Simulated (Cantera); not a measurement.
Feed: 1 mol SiHCl3, 15 mol N2, 2 mol H2, held at 0.00420 bar.

Cantera equilibrium calculation (NASA polynomials, part measured and part estimated; ideal gas, pure solids and liquids). Candidate condensed phases: NH4Cl, Si, Si3N4; 28 gas species. N2 is the only nitrogen source here; it is nearly inert below about 1500 K, so the nitride shown seldom forms there in practice. Kinetics and transport are ignored.

Q: Which condensed phases are stable at each of these points (T (K)): 1073, 1148, 1223, 1298, 1373, 1448, 1523, 1598, 1673, 1748?

A: 
```tsv
T (K)	condensed phases	Si condensed (%)
1073	Si3N4(s)	91.3
1148	Si3N4(s)	92.0
1223	Si3N4(s)	91.8
1298	Si3N4(s)	88.9
1373	Si3N4(s)	80.2
1448	Si3N4(s)	63.8
1523	Si3N4(s)	42.8
1598	Si3N4(s)	22.0
1673	Si3N4(s)	4.1
1748	gas only	0.0
```

From 1073 K to 1673 K the condensed part is Si3N4(s). At 1748 K nothing is condensed.
